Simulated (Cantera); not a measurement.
Mixture: C3H8 : O2 : N2 = 1 : 3.57 : 20.4 (molar parts), at 278 Torr, adiabatic and at constant volume. Ignition delay is the time to a rise of 400 K.

Computed with Cantera and GRI-Mech 3.0 (53 species, 325 reactions). GRI-Mech 3.0 was tuned for natural gas; its chemistry of propane as a main component is partial and can be far from experiment.

At T0 = 1548 K, what is the delay, and which 8 reactions control it most (d ln τ / d ln k, from doubling and halving each rate constant)?

The delay is 0.124 ms.
| reaction | d ln τ / d ln k | faster rate |
|---|---|---|
| C2H5 + CH3 (+M) <=> C3H8 (+M) | -0.42 | shortens it |
| H + O2 <=> O + OH | -0.34 | shortens it |
| C3H8 + H <=> C3H7 + H2 | 0.23 | lengthens it |
| CH3 + HO2 <=> CH3O + OH | -0.18 | shortens it |
| C2H5 + O2 <=> C2H4 + HO2 | -0.16 | shortens it |
| 2 CH3 (+M) <=> C2H6 (+M) | 0.13 | lengthens it |
| C3H8 + OH <=> C3H7 + H2O | 0.13 | lengthens it |
| CH3O + O2 <=> CH2O + HO2 | -0.09 | shortens it |
